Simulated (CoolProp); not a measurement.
Aqueous potassium acetate as a coolant, at 26 °C, 1 atm.

The numbers come from the Melinder's fits for secondary coolants in CoolProp.

| mass % | freezing point (°C) | conductivity (W/(m K)) | cp (kJ/(kg K)) | viscosity (mPa s) | density (kg/m³) |
|---|---|---|---|---|---|
| 5.9 | -2.4 | 0.588 | 3.963 | 1.01 | 1030 |
| 9.8 | [?] | 0.574 | 3.832 | 1.11 | 1048 |
| 13.8 | -6.8 | 0.561 | 3.706 | [?] | 1067 |
| 17.8 | -9.5 | 0.547 | 3.586 | 1.37 | 1087 |
| 21.7 | -12.7 | 0.534 | 3.474 | 1.52 | 1108 |
| 25.7 | -17.1 | 0.522 | 3.361 | 1.72 | 1131 |
| 29.7 | -22.6 | 0.509 | 3.250 | 1.96 | 1153 |
| 33.6 | -29.3 | [?] | 3.144 | 2.26 | 1176 |

Task: What belongs in the gaps?

Result: 
- 9.8, freezing point (°C): -4.4
- 13.8, viscosity (mPa s): 1.23
- 33.6, conductivity (W/(m K)): 0.496
